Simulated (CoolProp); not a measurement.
R21 at several states: Z from the reference equation and from simpler models built on Tc = 452.7 K, pc = 52.89 bar, ω = 0.206; each cubic takes its own stable root.

The numbers come from the reference Helmholtz-energy equation of state, Platzer 1990 in CoolProp. This equation is an older, rougher fit; its heat capacities, sound speeds and derivatives of the liquid may be far off and weren't checked against measurements.

```csv
T (K),p (bar),phase,reference,van der Waals,Soave-Redlich-Kwong
437.9,75,liquid,0.2221,0.3251,0.2542
353.3,4.5,gas,0.9267,0.9526,0.9346
320.9,0.518,gas,0.9887,0.9935,0.9906
```
